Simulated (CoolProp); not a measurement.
Computed with CoolProp (reference Helmholtz-energy equation of state, Tillner-Roth 1997).

### Question
For CH2F2 (R32), give the phase and the cp (kJ/(kg K)), isothermal compressibility (1/MPa), expansivity (1/kK), viscosity (µPa s) at 304.2 K and 3.5 MPa.

### Answer
- 304.2 K and 3.5 MPa: liquid; cp 1.95, isothermal compressibility 0.00733, expansivity 4.75, viscosity 107

Viscosity comes from a separate model (Bell 2016), an estimate that may be off by 10 % or more.
